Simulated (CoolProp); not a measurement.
Vapour-liquid equilibrium of carbon dioxide (1) + hydrogen sulfide (2) at -36.95 °C; x and y are mole fractions of (1).

Model: multi-fluid Helmholtz-energy mixture model, Span 1996 and Lemmon 2006; pair parameters Kunz 2012, in CoolProp.

```csv
x,"bubble pressure, mixture model (MPa)","bubble pressure, Raoult's law (MPa)","y, mixture model","y, Raoult's law"
0.05,0.4020,0.3322,0.299,0.169
0.15,0.5836,0.4153,0.549,0.405
0.25,0.7163,0.4985,0.657,0.563
0.35,0.8121,0.5816,0.718,0.675
0.45,?,0.6648,0.759,0.760
0.55,0.9388,0.7479,?,0.825
0.65,0.9869,0.8311,?,0.878
0.75,?,0.9142,0.860,0.921
0.85,1.073,0.9974,?,0.956
0.95,?,1.081,0.962,0.987
```

Task: Complete the blanks.

Result: 
- 0.45, bubble pressure, mixture model (MPa): 0.8829
- 0.55, y, mixture model: 0.792
- 0.65, y, mixture model: 0.824
- 0.75, bubble pressure, mixture model (MPa): 1.031
- 0.85, y, mixture model: 0.904
- 0.95, bubble pressure, mixture model (MPa): 1.108

The largest gap from Raoult's law is +43.7 % in bubble pressure, at x = 0.25. No azeotrope shows between x = 0.05 and 0.95.

Pair parameters are fitted to limited data, so mixtures are less certain than the pure fluids.
